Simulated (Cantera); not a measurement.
A perfectly stirred reactor is fed with 33.3 % H₂, 10.4 % O₂, 56.3 % N₂, at 1.01 bar; it is adiabatic with a 773 K inlet, and is followed from long to short residence time, starting on the burning branch (τ in s: 0.038, 0.018, 0.0082, 0.0038, 0.0017, 0.0008, 0.00037, 0.00017, 7.9e-05, 3.6e-05, 1.7e-05, 7.8e-06).

Cantera simulation using the H2/O2 subset of GRI-Mech 3.0, which has no nitrogen chemistry; the numbers are that mechanism's predictions, not measurements.

Q: Predict: blow-out, bracketed by the residence times tried; x(H₂) at τ = 38.0 ms; x(O₂) at τ = 38.0 ms; x(H₂O) at τ = 38.0 ms; x(HO₂) at τ = 38.0 ms; x(H₂O₂) at τ = 38.0 ms; x(H₂) at τ = 0.370 ms; x(O₂) at τ = 0.370 ms; x(H₂O) at τ = 0.370 ms; x(HO₂) at τ = 0.370 ms; x(H₂O₂) at τ = 0.370 ms.

A: 
```json
{
 "blow_out_bracketed_by_the_residence_times_tried": "burning at 17.0 µs, out at 7.80 µs",
 "x(H₂) at τ = 38.0 ms": "0.137",
 "x(O₂) at τ = 38.0 ms": "6.28e-5",
 "x(H₂O) at τ = 38.0 ms": "0.229",
 "x(HO₂) at τ = 38.0 ms": "3.70e-8",
 "x(H₂O₂) at τ = 38.0 ms": "1.05e-8",
 "x(H₂) at τ = 0.370 ms": "0.124",
 "x(O₂) at τ = 0.370 ms": "0.00185",
 "x(H₂O) at τ = 0.370 ms": "0.213",
 "x(HO₂) at τ = 0.370 ms": "1.13e-6",
 "x(H₂O₂) at τ = 0.370 ms": "1.97e-7"
}
```
